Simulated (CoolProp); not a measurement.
Properties of hexamethyldisiloxane (MM) at several states.

The numbers come from the reference Helmholtz-energy equation of state, Thol 2016 in CoolProp.

```
T (K)  p (MPa)   phase  density (kg/m³)  isothermal compressibility (1/MPa)
-----  -------  ------  ---------------  ----------------------------------
527.8    0.513     gas                ?                                   ?
373.6   0.0141     gas           0.7433                               71.52
333.8     1.81  liquid                ?                                   ?
287.9    0.126  liquid            770.4                                   ?
343.5   0.0239     gas            1.386                               42.70
312.5   0.0285  liquid                ?                                   ?
```

Question: What belongs in the gaps?

Answer: 
- 527.8, density (kg/m³): 20.98
- 527.8, isothermal compressibility (1/MPa): 2.168
- 333.8, density (kg/m³): 724.8
- 333.8, isothermal compressibility (1/MPa): 0.002833
- 287.9, isothermal compressibility (1/MPa): 0.001927
- 312.5, density (kg/m³): 744.3
- 312.5, isothermal compressibility (1/MPa): 0.002430
